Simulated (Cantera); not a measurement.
A closed system holds: 1 mol H₂O, 1.1 mol O₂, equilibrated at 75.0 Torr.

Equilibrium computed with Cantera from the NASA thermochemical tables; the gas is ideal and each condensed phase is pure. Candidate condensed phases: H₂O; 22 gas species. Ions and electrons are included (thermal ionisation). The numbers say what is thermodynamically allowed, not how fast it happens. All values below are at 3477 °C.

Base state: O 0.556, H 0.355, O₂ 0.0392, OH 0.0344, H₂ 0.0126, H₂O 0.00233 (mole fractions); condensed: gas only.

### Question
What changes in the equilibrium state with this change: pressure from 75.0 Torr to 8.25 Torr?

### Answer
```tsv
species	before	after
O	0.556	0.608
H	0.355	0.381
O₂	0.0392	0.00514
OH	0.0344	0.00444
H₂	0.0126	0.00159
H₂O	0.00233	3.54e-5
```

### Question
What changes in the equilibrium state with this change: pressure from 75.0 Torr to 0.233 Torr?

### Answer
```
species   before     after
-------  -------  --------
O          0.556     0.615
H          0.355     0.385
O₂        0.0392  0.000149
OH        0.0344  0.000128
H₂        0.0126   4.56e-5
H₂O      0.00233   2.90e-8
```
